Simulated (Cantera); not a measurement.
## Carbothermic reduction: Ta2O5 + CO

Feed: 1 mol Ta2O5, 6.8 mol CO, at 2.90 mbar.

Equilibrium computed with Cantera from the NASA thermochemical tables; the gas is ideal and each condensed phase is pure. Candidate condensed phases: C, Ta, TaC, Ta2O5; 15 gas species. Mutual solubility and eutectic melting of coexisting phases are not modelled. TaC: taken at fixed stoichiometry. Condensed phases not in the tables: Ta2C. Kinetics and transport are ignored.

```json
[
 {"T (K)": "1448", "x CO": "1.000", "x TaO2": "1.34e-10", "x CO2": "0.000393", "x O": "<1e-12", "n TaC(s)": "0.000763", "n Ta2O5(s)": "1.000", "n Ta2O5(l)": "0"},
 {"T (K)": "1548", "x CO": "1.000", "x TaO2": "4.44e-9", "x CO2": "0.000390", "x O": "1.01e-11", "n TaC(s)": "0.000757", "n Ta2O5(s)": "1.000", "n Ta2O5(l)": "0"},
 {"T (K)": "1648", "x CO": "1.000", "x TaO2": "9.51e-8", "x CO2": "0.000387", "x O": "1.24e-10", "n TaC(s)": "0.000751", "n Ta2O5(s)": "1.000", "n Ta2O5(l)": "0"},
 {"T (K)": "1748", "x CO": "1.000", "x TaO2": "1.42e-6", "x CO2": "0.000385", "x O": "1.15e-9", "n TaC(s)": "0.000746", "n Ta2O5(s)": "1.000", "n Ta2O5(l)": "0"},
 {"T (K)": "1848", "x CO": "1.000", "x TaO2": "1.56e-5", "x CO2": "0.000383", "x O": "8.36e-9", "n TaC(s)": "0.000724", "n Ta2O5(s)": "1.000", "n Ta2O5(l)": "0"},
 {"T (K)": "1948", "x CO": "0.999", "x TaO2": "0.000133", "x CO2": "0.000382", "x O": "4.95e-8", "n TaC(s)": "0.000549", "n Ta2O5(s)": "0.999", "n Ta2O5(l)": "0"},
 {"T (K)": "2048", "x CO": "0.999", "x TaO2": "0.000753", "x CO2": "0.000558", "x O": "3.61e-7", "n TaC(s)": "0", "n Ta2O5(s)": "0.997", "n Ta2O5(l)": "0"},
 {"T (K)": "2148", "x CO": "0.996", "x TaO2": "0.00229", "x CO2": "0.00144", "x O": "4.00e-6", "n TaC(s)": "0", "n Ta2O5(s)": "0", "n Ta2O5(l)": "0.992"},
 {"T (K)": "2248", "x CO": "0.990", "x TaO2": "0.00608", "x CO2": "0.00344", "x O": "3.63e-5", "n TaC(s)": "0", "n Ta2O5(s)": "0", "n Ta2O5(l)": "0.978"},
 {"T (K)": "2348", "x CO": "0.977", "x TaO2": "0.0146", "x CO2": "0.00765", "x O": "0.000275", "n TaC(s)": "0", "n Ta2O5(s)": "0", "n Ta2O5(l)": "0.948"},
 {"T (K)": "2448", "x CO": "0.949", "x TaO2": "0.0328", "x CO2": "0.0154", "x O": "0.00173", "n TaC(s)": "0", "n Ta2O5(s)": "0", "n Ta2O5(l)": "0.882"},
 {"T (K)": "2548", "x CO": "0.893", "x TaO2": "0.0706", "x CO2": "0.0264", "x O": "0.00881", "n TaC(s)": "0", "n Ta2O5(s)": "0", "n Ta2O5(l)": "0.736"},
 {"T (K)": "2648", "x CO": "0.773", "x TaO2": "0.152", "x CO2": "0.0349", "x O": "0.0347", "n TaC(s)": "0", "n Ta2O5(s)": "0", "n Ta2O5(l)": "0.355"}
]
```
x: gas mole fraction; n: condensed amount in mol.

From 1448 K to 1948 K the condensed part is TaC(s) + Ta2O5(s). At 2048 K the condensed part is Ta2O5(s). From 2148 K to 2648 K the condensed part is Ta2O5(l).
